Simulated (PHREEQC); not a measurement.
1 kg of water holding 0.034 mol/kgw Na2SO4 meets 20 L of dry gas (O2 1 by moles) at fixed total pressure, at 40 °C; fugacities by Peng-Robinson. The gases take part in no redox reaction, some water evaporates into the gas, and hydrates or a liquid gas phase aren't modelled. No solid was allowed to form.

Model: ion-association model, phreeqc.dat, run in PHREEQC.

Q: Predict dissolved O2 (mol/kgw) at P (atm) = 2, 5, 10, 40, 100.

A: 
| P (atm) | dissolved O2 (mol/kgw) |
|---|---|
| 2 | 0.00195 |
| 5 | 0.00495 |
| 10 | 0.00988 |
| 40 | 0.0375 |
| 100 | 0.0842 |

Species that the database lacks are ignored. Away from 25 °C the constants follow the database's enthalpies or fits; those with neither stay at their 25 °C values.
